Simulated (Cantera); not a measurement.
# Silicon epitaxy and polysilicon growth: SiHCl3 + HCl + H2

A closed system holds: 1 mol SiHCl3, 1.7 mol HCl, a varied amount of H2, held at 600 °C and 18000 Pa.

Cantera equilibrium calculation (NASA polynomials, part measured and part estimated; ideal gas, pure solids and liquids). Candidate condensed phases: Si; 19 gas species. The tables' values for SiCl3 are old estimates; treat these amounts as uncertain. Kinetics and transport are ignored.

```
n(H2) (mol)   x H2  x SiCl4    x HCl  x SiHCl3  x SiH2Cl2  x SiCl3
-----------  -----  -------  -------  --------  ---------  -------
26           0.938   0.0324   0.0269   0.00243    1.66e-5  1.58e-5
33           0.950   0.0256   0.0220   0.00237    2.00e-5  1.53e-5
42           0.960   0.0200   0.0180   0.00229    2.39e-5  1.48e-5
54           0.968   0.0154   0.0146   0.00219    2.84e-5  1.40e-5
68           0.974   0.0120   0.0121   0.00208    3.29e-5  1.33e-5
87           0.979  0.00915  0.00985   0.00195    3.79e-5  1.24e-5
110          0.983  0.00700  0.00813   0.00182    4.30e-5  1.16e-5
140          0.986  0.00528  0.00669   0.00167    4.82e-5  1.06e-5
180          0.989  0.00390  0.00546   0.00151    5.35e-5  9.60e-6
230          0.991  0.00287  0.00450   0.00136    5.85e-5  8.60e-6
300          0.993  0.00204  0.00364   0.00119    6.35e-5  7.54e-6
380          0.994  0.00149  0.00303   0.00105    6.74e-5  6.64e-6
490          0.995  0.00105  0.00248  0.000902    7.09e-5  5.71e-6
```
x: gas mole fraction; nothing condenses.

From 26 mol H2 to 490 mol H2 nothing is condensed. The main Si-bearing gas is SiCl4 throughout.
